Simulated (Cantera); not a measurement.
A closed system holds: 1 mol Si2Cl6, 200 mol H2, 0.76 mol Cl2, at 1150 °C and 1 atm.

Equilibrium computed with Cantera from the NASA thermochemical tables; the gas is ideal and each condensed phase is pure. Candidate condensed phases: Si; 19 gas species. The feed counts by its element totals alone. The tables' values for SiCl3 are old estimates; treat these amounts as uncertain. Equilibrium is a limit: real reactors are often held back by kinetics, nucleation or transport.

Base state: H2 0.968, HCl 0.0287, SiCl2 0.00256, SiHCl3 0.000404, SiCl3 0.000316, SiH2Cl2 0.000161, SiCl4 0.000154, SiH3Cl 1.86e-5 (mole fractions); condensed: Si(s).

What changes in the equilibrium state with this change: temperature from 1150 °C to 627 °C?


```csv
species,before,after
H2,0.968,0.987
SiCl4,0.000154,0.00492
SiHCl3,0.000404,0.00456
HCl,0.0287,0.00303
SiCl2,0.00256,3.48e-6
SiCl3,0.000316,1.90e-5
"Si(s), mol",1.26,0
```

What changes in the equilibrium state with this change: Si2Cl6 replaced by SiHCl3?


| species | before | after |
|---|---|---|
| H2 | 0.968 | 0.979 |
| HCl | 0.0287 | 0.0191 |
| SiCl2 | 0.00256 | 0.00113 |
| SiCl4 | 0.000154 | 2.98e-5 |
| SiCl3 | 0.000316 | 9.21e-5 |
| SiHCl3 | 0.000404 | 0.000118 |
| Si(s), mol | 1.26 | 0.705 |

What changes in the equilibrium state with this change: Cl2 from 0.76 to 0.016 mol?


| species | before | after |
|---|---|---|
| H2 | 0.968 | 0.973 |
| HCl | 0.0287 | 0.0242 |
| SiCl2 | 0.00256 | 0.00182 |
| SiCl4 | 0.000154 | 7.76e-5 |
| SiCl3 | 0.000316 | 0.000189 |
| SiHCl3 | 0.000404 | 0.000242 |
| SiH2Cl2 | 0.000161 | 0.000115 |
| SiH3Cl | 1.86e-5 | 1.58e-5 |
| Si(s), mol | 1.26 | 1.50 |
